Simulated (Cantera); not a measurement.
Input: 1 mol Al2O3, 6.9 mol H2, at 1800 °C and 1.00 Torr.

Method: chemical equilibrium by Gibbs-energy minimisation in Cantera with the NASA 1993 tables (ideal gas, pure condensed phases). Candidate condensed phases: Al, Al2O3, H2O; 19 gas species. The tables' values for AlOH are old estimates; treat these amounts as uncertain. The numbers say what is thermodynamically allowed, not how fast it happens.

Base state: H2 0.927, H 0.0694, H2O 0.00227, Al 0.00123, Al2O 0.000185, AlOH 9.08e-5, OH 1.93e-5, AlO 1.33e-5 (mole fractions); condensed: Al2O3(s).

Problem. What changes in the equilibrium state with this change: Al2O3 replaced by SiC?

Solution. 
```tsv
species	before	after
H2	0.927	0.924
H	0.0694	0.0693
Si	0	0.00533
H2O	0.00227	0
Al	0.00123	0
C2H2 (acetylene)	0	0.00113
SiC2	0	0.000306
Al2O3(s), mol	0.994	0
C(graphite), mol	0	0.0221
SiC(s), mol	0	0.956
```
Gases not in the tables: Si2H6 and higher silanes. Further candidate phases: C, C6H6, C7H8, C8H18, Si, SiC.

Problem. What changes in the equilibrium state with this change: temperature from 1800 °C to 1625 °C?

Solution. 
```tsv
species	before	after
H2	0.927	0.978
H	0.0694	0.0212
H2O	0.00227	0.000448
Al	0.00123	0.000253
AlO	1.33e-5	5.44e-7
OH	1.93e-5	7.94e-7
Al2O	0.000185	2.79e-5
Al2O3(s), mol	0.994	0.999
```

Problem. What changes in the equilibrium state with this change: 0.082 mol Cl2 added?

Solution. 
```json
[
 {"species": "H2", "before": "0.927", "after": "0.903"},
 {"species": "H", "before": "0.0694", "after": "0.0685"},
 {"species": "HCl", "before": "0", "after": "0.0180"},
 {"species": "H2O", "before": "0.00227", "after": "0.00583"},
 {"species": "AlCl", "before": "0", "after": "0.00356"},
 {"species": "Cl", "before": "0", "after": "0.00101"},
 {"species": "AlOCl", "before": "0", "after": "3.26e-5"},
 {"species": "Al2O", "before": "0.000185", "after": "2.65e-5"},
 {"species": "AlH", "before": "1.04e-5", "after": "2.39e-6"},
 {"species": "Al", "before": "0.00123", "after": "0.000288"},
 {"species": "Al2O3(s), mol", "before": "0.994", "after": "0.985"}
]
```
Further candidate phases: AlCl3.
